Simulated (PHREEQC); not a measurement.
A solution holds 0.038 mol/kgw H2SO4, 0.043 mol/kgw Fe(NO3)3 and 0.0081 mol/kgw CO2, at 20 °C. Closed to the air; pH follows from the charge balance.

Computed with PHREEQC (ion-association model, phreeqc.dat).

Each row changes one thing in this solution. This is a speciation only: nothing precipitates in the calculation.

```tsv
case	pH	ionic strength (mol/kgw)	Fe+3 (mol/kgw)	FeOH+2 (mol/kgw)	Fe2(OH)2+4 (mol/kgw)	Fe(OH)2+ (mol/kgw)	SI of Goethite (FeOOH)	SI of Fe(OH)3(a) (Fe(OH)3)
as made	1.29	0.192	0.0132	0.000543	9.09e-5	1.17e-6	+1.93	-3.78
H2SO4 left out	1.87	0.250	0.0266	0.00408	0.00525	3.12e-5	+3.93	-1.78
CO2 from 0.0081 to 0.00405 mol/kgw	1.29	0.192	0.0132	0.000543	9.09e-5	1.17e-6	+1.93	-3.78
diluted 2-fold with water	1.55	___	0.00665	0.000534	6.71e-5	2.48e-6	+2.54	-3.17
H2SO4 from 0.038 to 0.0076 mol/kgw	___	0.234	0.0270	0.00300	0.00284	1.68e-5	+3.53	-2.19
CO2 left out	1.29	0.192	0.0132	0.000543	9.09e-5	1.17e-6	+1.93	-3.78
```

**Question.** What belongs in the gaps?

**Answer.** 
- diluted 2-fold with water, ionic strength (mol/kgw): 0.0963
- H2SO4 from 0.038 to 0.0076 mol/kgw, pH: 1.73

Some of these states are supersaturated (in Hematite (slow to form), Goethite (slow to form), for instance).
